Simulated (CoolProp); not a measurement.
A single-stage vapour-compression cycle with the fluid: evaporating at 246.15 K (dew point), condensing at 272.15 K (bubble point), superheat 2 K, subcooling 5 K, compressor efficiency 0.9, no pressure losses. The same conditions are run with several fluids, on thermodynamics alone (safety and materials aside).

Values from CoolProp's reference Helmholtz-energy equation of state of each fluid (R125: Lemmon 2005; ethane: Bücker 2006; R410A: Lemmon 2003; n-perfluorobutane: Gao 2022; fluoroethane (R161): Wu 2012; sulfur dioxide: Gao 2016). Blends and air are pseudo-pure fits.

```
fluid                cooling COP  pressure ratio  discharge temperature (K)  refrigerating effect (kJ/kg)  volumetric capacity (kJ/m³)
-------------------  -----------  --------------  -------------------------  ----------------------------  ---------------------------
R125                        7.73            2.52                 (withheld)                           128                         2090
ethane                      7.14      (withheld)                      288.6                           321                         6650
R410A                       7.76      (withheld)                 (withheld)                           222                   (withheld)
n-perfluorobutane           7.65      (withheld)                      272.1                          84.3                          324
fluoroethane (R161)         7.93            2.63                 (withheld)                           372                         1460
sulfur dioxide              7.77            3.35                      328.1                           377                          530
```

Question: Some entries are withheld; supply them.

Answer: 
- R125, discharge temperature (K): 277.5
- ethane, pressure ratio: 2.00
- R410A, pressure ratio: 2.55
- R410A, discharge temperature (K): 292.0
- R410A, volumetric capacity (kJ/m³): 2600
- n-perfluorobutane, pressure ratio: 3.23
- fluoroethane (R161), discharge temperature (K): 293.8

The compression ends wet for: n-perfluorobutane.
